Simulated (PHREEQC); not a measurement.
**Nickel, zinc or cadmium bath: speciation**

Make-up at 75 °C: 67 mmol/kgw CdSO4, 0.18 mmol/kgw Na2SO4 and 8.8 mmol/kgw MnSO4. Closed to the air; pH follows from the charge balance.

All values are PHREEQC results (ion-association model, phreeqc.dat), not measurements.

No solid was allowed to form.

Problem. Estimate the pH, density, ionic strength.

Solution. pH 5.59; density 0.989 g/cm³; ionic strength 0.142 mol/kgw.

Problem. In which forms is Cd present?

Solution. Cd+2 46 %, CdSO4 43 %, Cd(SO4)2-2 11 % of the Cd.

Complexes and solids missing from the database can't appear. At this temperature some constants are extrapolated from 25 °C, and those without enthalpy data are left unchanged.
